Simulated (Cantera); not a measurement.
A closed system holds: 1 mol B₂O₃, 3.9 mol H₂, 41 mol N₂, 0.47 mol O₂, held at 28.0 Pa.

These are equilibrium values from Cantera (NASA tables, ideal gas, pure condensed phases), not measurements of a reactor. Candidate condensed phases: B, BN, B₂O₃, B₃O₃H₃, H₂O; 39 gas species. Equilibrium is a limit: real reactors are often held back by kinetics, nucleation or transport.

**Question.** At 1648 K, list the 7 most abundant gas species with their mole fractions, and the condensed phases.

**Answer.** N₂ 0.893, H₂ 0.0633, HBO₂ 0.0288, B₂O₃ 0.00706, H₂O 0.00630, H 0.00134, HBO 0.000365. Condensed: gas only.
